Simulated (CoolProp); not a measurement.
Vapour-liquid equilibrium of C2F6 (R116) (1) + R143a (2) at -68.45 °C; x and y are mole fractions of (1).

Values from CoolProp's multi-fluid Helmholtz-energy mixture model, Lemmon 2006 and Lemmon and Jacobsen 2000; pair parameters Bell 2016.

**Question.** Give the bubble pressure and the first vapour's composition at x = 0.35, 0.5, 0.8. Is there an azeotrope?

**Answer.** x = 0.35: 1.302 bar, y = 0.800; x = 0.5: 1.427 bar, y = 0.833; x = 0.8: 1.579 bar, y = 0.891. No azeotrope shows between x = 0.05 and 0.95.

The pair parameters rest on a limited set of measurements; away from them the model extrapolates. With so large a gap from Raoult's law the liquid may split in two, which this calculation doesn't test in full.
